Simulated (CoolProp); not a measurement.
Vapour-liquid equilibrium of carbon dioxide (1) + isopentane (2) at 245.8 K; x and y are mole fractions of (1).

The numbers come from the multi-fluid Helmholtz-energy mixture model, Span 1996 and Lemmon 2006; pair parameters Kunz 2012 in CoolProp.

| x | bubble pressure (MPa) | y at the bubble point | dew pressure at overall composition x (MPa) | liquid density (mol/L) |
|---|---|---|---|---|
| 0.05 | 0.1420 | 0.936 | 0.009536 | 9.465 |
| 0.125 | 0.3364 | 0.973 | 0.01036 | 9.870 |
| 0.2 | 0.5131 | 0.982 | 0.01133 | 10.34 |
| 0.275 | 0.6643 | 0.986 | 0.01251 | 10.87 |
| 0.35 | 0.7882 | 0.989 | 0.01395 | 11.49 |
| 0.425 | 0.8875 | 0.990 | 0.01577 | 12.20 |
| 0.5 | 0.9684 | 0.991 | 0.01814 | 13.02 |
| 0.575 | 1.038 | 0.992 | 0.02134 | 13.97 |
| 0.65 | 1.105 | 0.993 | 0.02592 | 15.09 |
| 0.725 | 1.175 | 0.994 | 0.03299 | 16.42 |
| 0.8 | 1.256 | 0.995 | 0.04538 | 18.00 |
| 0.875 | 1.352 | 0.997 | 0.07265 | 19.92 |
| 0.95 | 1.469 | 0.998 | 0.1821 | 22.28 |

No azeotrope shows between x = 0.05 and 0.95.

The pair parameters rest on a limited set of measurements; away from them the model extrapolates. The gap from Raoult's law changes sign with composition, which may be real or a fault of the pair parameters; it wasn't checked against measurements. With so large a gap from Raoult's law the liquid may split in two, which this calculation doesn't test in full.
